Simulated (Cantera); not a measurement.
**Thermodynamics of fluorocarbon and chlorocarbon gases, feed CH3Cl + H2**

Feed: 1 mol CH3Cl, 17 mol H2, at 1.33 mbar.

Cantera equilibrium calculation (NASA polynomials, part measured and part estimated; ideal gas, pure solids and liquids). Candidate condensed phases: C, C6H6, C7H8, C8H18; 91 gas species. Kinetics and transport are ignored.

From 1152 °C to 2352 °C the condensed part is C(graphite). From 2502 °C to 3102 °C nothing is condensed. The main C-bearing gas is C2H2 (acetylene) at 1152 °C and C at 3102 °C.

```
T (°C)     x H2       x H     x HCl      x Cl       x C      x C3  n C(graphite)
------  -------  --------  --------  --------  --------  --------  -------------
1152      0.947  0.000182    0.0526   8.27e-6    <1e-12    <1e-12          1.000
1302      0.946   0.00111    0.0526   4.89e-5    <1e-12    <1e-12          0.999
1452      0.942   0.00494    0.0523  0.000212  2.36e-11  7.84e-12          0.997
1602      0.930    0.0173    0.0514  0.000725   1.29e-9  7.74e-10          0.989
1752      0.898    0.0499    0.0492   0.00203   3.89e-8   3.82e-8          0.968
1902      0.827     0.122    0.0445   0.00478   7.31e-7   1.09e-6          0.924
2052      0.699     0.252    0.0363   0.00941   9.38e-6   1.98e-5          0.846
2202      0.513     0.441    0.0252    0.0154   8.82e-5  0.000252          0.716
2352      0.309     0.646    0.0142    0.0207  0.000641   0.00237          0.380
2502      0.153     0.803   0.00656    0.0238   0.00264   0.00605              0
2652     0.0679     0.890   0.00279    0.0250   0.00673   0.00514              0
2802     0.0292     0.925   0.00119    0.0255    0.0136   0.00289              0
2952     0.0130     0.938  0.000526    0.0255    0.0206  0.000879              0
3102    0.00612     0.943  0.000249    0.0256    0.0240  0.000152              0
```
x: gas mole fraction; n: condensed amount in mol.
